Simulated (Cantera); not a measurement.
Input: 1 mol (CH3)2SiCl2, 1 mol C2H4, 4.7 mol H2, 0.093 mol HCl, equilibrated at 1127 °C and 1.20 mbar.

These are equilibrium values from Cantera (NASA tables, ideal gas, pure condensed phases), not measurements of a reactor. Candidate condensed phases: C, C6H6, C7H8, C8H18, Si, SiC; 109 gas species. The feed counts by its element totals alone. The tables' values for SiCl3 are old estimates; treat these amounts as uncertain. Equilibrium is a limit: real reactors are often held back by kinetics, nucleation or transport.

Base state: H2 0.807, HCl 0.192, SiCl2 0.000650, H 0.000126, Cl 2.48e-5, SiCl3 2.40e-5 (mole fractions); condensed: C(graphite) + SiC(s).

Question: What changes in the equilibrium state with this change: temperature from 1127 °C to 1452 °C?

Answer: 
```json
[
 {"species": "H2", "before": "0.807", "after": "0.804"},
 {"species": "HCl", "before": "0.192", "after": "0.187"},
 {"species": "H", "before": "0.000126", "after": "0.00481"},
 {"species": "SiCl2", "before": "0.000650", "after": "0.00253"},
 {"species": "Si", "before": "3.29e-9", "after": "1.42e-5"},
 {"species": "SiCl", "before": "4.44e-8", "after": "1.42e-5"},
 {"species": "C2H2 (acetylene)", "before": "2.03e-6", "after": "7.41e-5"},
 {"species": "Cl", "before": "2.48e-5", "after": "0.000867"},
 {"species": "C(graphite), mol", "before": "3.01", "after": "3.03"},
 {"species": "SiC(s), mol", "before": "0.993", "after": "0.972"}
]
```
The tables' values for SiCl, SiCl3 are old estimates; treat these amounts as uncertain.

Question: What changes in the equilibrium state with this change: (CH3)2SiCl2 replaced by SiHCl3?

Answer: 
```json
[
 {"species": "H2", "before": "0.807", "after": "0.651"},
 {"species": "HCl", "before": "0.192", "after": "0.346"},
 {"species": "SiCl2", "before": "0.000650", "after": "0.00260"},
 {"species": "SiCl4", "before": "3.76e-6", "after": "6.00e-5"},
 {"species": "SiCl3", "before": "2.40e-5", "after": "0.000192"},
 {"species": "C(graphite), mol", "before": "3.01", "after": "1.03"},
 {"species": "SiC(s), mol", "before": "0.993", "after": "0.975"}
]
```

Question: What changes in the equilibrium state with this change: pressure from 1.20 mbar to 1.00 bar?

Answer: 
| species | before | after |
|---|---|---|
| H2 | 0.807 | 0.812 |
| HCl | 0.192 | 0.180 |
| CH4 | 3.37e-6 | 0.00285 |
| SiCl4 | 3.76e-6 | 0.00239 |
| SiH2Cl2 | 4.98e-8 | 3.65e-5 |
| SiHCl3 | 1.12e-6 | 0.000760 |
| C(graphite), mol | 3.01 | 3.02 |
| SiC(s), mol | 0.993 | 0.954 |
